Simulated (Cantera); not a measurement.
## Ignition delay

Mixture: 5.02 % CH3OH, 13.2 % O2, 76.8 % N2, 5.02 % CO2, equivalence ratio 0.57, at 7.80 bar, adiabatic and at constant pressure. Ignition delay is the time to a rise of 400 K.

Computed with Cantera and GRI-Mech 3.0 (53 species, 325 reactions). GRI-Mech 3.0 was tuned for natural gas; its chemistry of methanol as a main component is partial and can be far from experiment.

```csv
T0 (K),delay (ms)
1098,15.0
1173,3.65
1248,1.08
1323,0.379
1398,0.155
1473,0.0728
```

The apparent activation energy between 1323 and 1473 K is 180 kJ/mol.
